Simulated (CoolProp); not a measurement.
Vapour-liquid equilibrium of R124 (1) + R142b (2) at 316.8 K; x and y are mole fractions of (1).

Values from CoolProp's multi-fluid Helmholtz-energy mixture model, de Vries 1995 and Lemmon 2006; pair parameters Bell 2016.

```
x     bubble pressure, mixture model (bar)  bubble pressure, Raoult's law (bar)  y, mixture model  y, Raoult's law
----  ------------------------------------  -----------------------------------  ----------------  ---------------
0.05                                 5.803                                5.813             0.054            0.056
0.15                                 5.858                                5.892             0.160            0.167
0.25                                 5.913                                5.970             0.265            0.275
0.35                                 5.971                                6.048             0.369            0.379
0.45                                 6.034                                6.127             0.472            0.482
0.55                                 6.104                                6.205             0.574            0.581
0.65                                 6.182                                6.284             0.675            0.678
0.75                                 6.273                                6.362             0.773            0.773
0.85                                 6.376                                6.440             0.868            0.866
0.95                                 6.494                                6.519             0.957            0.956
```

The largest gap from Raoult's law is -1.6 % in bubble pressure, at x = 0.55. No azeotrope shows between x = 0.05 and 0.95.

Pair parameters are fitted to limited data, so mixtures are less certain than the pure fluids.
